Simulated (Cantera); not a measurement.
CaCl₂ + H₂ (halide evaporation, hydrolysis and transport)

Input: 1 mol CaCl₂, 1.7 mol H₂, at 1.33 mbar.

These are equilibrium values from Cantera (NASA tables, ideal gas, pure condensed phases), not measurements of a reactor. Candidate condensed phases: Ca, CaCl₂; 9 gas species. Kinetics and transport are ignored.

From 798 K to 998 K the condensed part is CaCl₂(s). From 1198 K to 1398 K the condensed part is CaCl₂(l). From 1598 K to 2198 K nothing is condensed.

```tsv
T (K)	x H₂	x CaCl₂	x H	x HCl	x CaCl	x Ca	x Cl	n CaCl₂(s)	n CaCl₂(l)
798	1.00	1.15e-9	7.30e-11	7.77e-11	1.83e-12	1.48e-11	<1e-12	1.00	0
998	1.000	1.53e-5	5.89e-8	1.50e-7	4.25e-8	5.40e-8	<1e-12	1.000	0
1198	0.995	0.00500	5.19e-6	2.72e-5	1.67e-5	5.28e-6	1.23e-10	0	0.991
1398	0.748	0.250	0.000112	0.00105	0.000860	9.31e-5	1.29e-7	0	0.431
1598	0.624	0.365	0.00115	0.00521	0.00399	0.000610	7.60e-6	0	0
1798	0.610	0.352	0.00753	0.0162	0.0111	0.00263	0.000153	0	0
1998	0.570	0.324	0.0332	0.0387	0.0240	0.00821	0.00168	0	0
2198	0.479	0.271	0.106	0.0711	0.0420	0.0203	0.0114	0	0
```
x: gas mole fraction; n: condensed amount in mol.
